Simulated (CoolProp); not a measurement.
Saturation properties of dodecamethylpentasiloxane (MD3M).

Model: reference Helmholtz-energy equation of state, Thol 2019, in CoolProp.

```csv
T (K),p (MPa),liquid density (kg/m³),enthalpy of vaporisation (kJ/kg),vapour Z,surface tension (mN/m)
412.8,0.006832,756.6,140.7,0.9848,10.4
432.8,0.01416,[?],134.4,0.9738,9.19
452.8,0.02694,713.6,128.0,0.9582,8.03
472.8,0.04772,690.9,121.3,0.9369,6.90
492.8,0.07960,666.9,114.2,0.9091,5.80
512.7,0.1259,641.4,106.7,[?],4.76
532.7,0.1914,613.7,98.40,[?],3.75
552.7,0.2807,582.9,[?],0.7759,2.79
572.7,0.3996,547.3,78.27,0.7083,1.90
592.7,0.5554,503.2,[?],0.6218,1.09
```

Q: Fill in the missing entries.

A: 
- 432.8, liquid density (kg/m³): 735.5
- 512.7, vapour Z: 0.8741
- 532.7, vapour Z: 0.8302
- 552.7, enthalpy of vaporisation (kJ/kg): 89.11
- 592.7, enthalpy of vaporisation (kJ/kg): 64.81

It boils at 503.0 K under 1 atm.

Surface tension comes from a separate correlation (Mulero 2014), older than this fluid's equation and unchecked against measurements.
